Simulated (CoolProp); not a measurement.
Vapour pressure (bar) of tetrahydrofuran: the reference equation beside estimates from Tc = 540.2 K, pc = 53.04 bar, ω = 0.234. Clausius-Clapeyron is anchored at 304.2 K with a constant enthalpy of vaporisation of 31.83 kJ/mol.

Model: reference Helmholtz-energy equation of state, Fiedler 2023, in CoolProp.

| T (K) | reference | Lee-Kesler | Clausius-Clapeyron | van der Waals |
|---|---|---|---|---|
| 295.9 | 0.1958 | 0.1857 | 0.1970 | 2.667 |
| 304.2 | 0.2804 | 0.2675 | 0.2804 | 3.163 |
| 312.6 | 0.3941 | 0.3783 | 0.3932 | 3.727 |
| 320.9 | 0.5404 | 0.5219 | 0.5397 | 4.349 |
| 329.2 | 0.7274 | 0.7068 | 0.7292 | 5.038 |
| 337.6 | 0.9657 | 0.9437 | 0.9739 | 5.807 |
| 345.9 | 1.258 | 1.236 | 1.278 | 6.641 |
| 354.2 | 1.615 | 1.595 | 1.657 | 7.552 |
| 362.5 | 2.046 | 2.030 | 2.122 | 8.542 |
| 370.9 | 2.568 | 2.559 | 2.696 | 9.628 |
| 379.2 | 3.179 | 3.180 | 3.379 | 10.79 |
| 387.5 | 3.894 | 3.909 | 4.195 | 12.03 |
| 395.9 | 4.737 | 4.768 | 5.174 | 13.38 |
| 404.2 | 5.697 | 5.749 | 6.310 | 14.81 |

Absolute difference from the reference over all 14 rows, mean and median: Lee-Kesler 2.0 and 1.5 %, Clausius-Clapeyron 3.5 and 2.1 %, van der Waals 508.1 and 397.8 %.
